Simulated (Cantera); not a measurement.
A perfectly stirred reactor is fed with 17.4 % CH3OH, 17.4 % O2, 65.3 % N2, equivalence ratio 1.5, at 760 Torr; it is adiabatic with a 700 K inlet, and is followed from long to short residence time, starting on the burning branch (τ in s: 0.33, 0.14, 0.058, 0.024, 0.01, 0.0043, 0.0018, 0.00075, 0.00032, 0.00013, 5.6e-05, 2.3e-05, 9.8e-06).

Cantera simulation using GRI-Mech 3.0 (53 species, 325 reactions); the numbers are that mechanism's predictions, not measurements. GRI-Mech 3.0 was tuned for natural gas; its chemistry of methanol as a main component is partial and can be far from experiment.

Task: Predict: blow-out, bracketed by the residence times tried; x(CH3OH) at τ = 0.330 s; x(O2) at τ = 0.330 s; x(H2) at τ = 0.330 s; x(H) at τ = 0.330 s; x(NO2) at τ = 0.330 s; x(CH3OH) at τ = 1.80 ms; x(O2) at τ = 1.80 ms; x(H2) at τ = 1.80 ms; x(H) at τ = 1.80 ms; x(NO2) at τ = 1.80 ms.

Result: 
```json
{
 "blow_out_bracketed_by_the_residence_times_tried": "burning at 56.0 µs, out at 23.0 µs",
 "x(CH3OH) at τ = 0.330 s": "3.75e-7",
 "x(O2) at τ = 0.330 s": "6.16e-5",
 "x(H2) at τ = 0.330 s": "0.0610",
 "x(H) at τ = 0.330 s": "0.00223",
 "x(NO2) at τ = 0.330 s": "2.40e-9",
 "x(CH3OH) at τ = 1.80 ms": "1.57e-5",
 "x(O2) at τ = 1.80 ms": "0.00154",
 "x(H2) at τ = 1.80 ms": "0.0614",
 "x(H) at τ = 1.80 ms": "0.0116",
 "x(NO2) at τ = 1.80 ms": "3.24e-9"
}
```
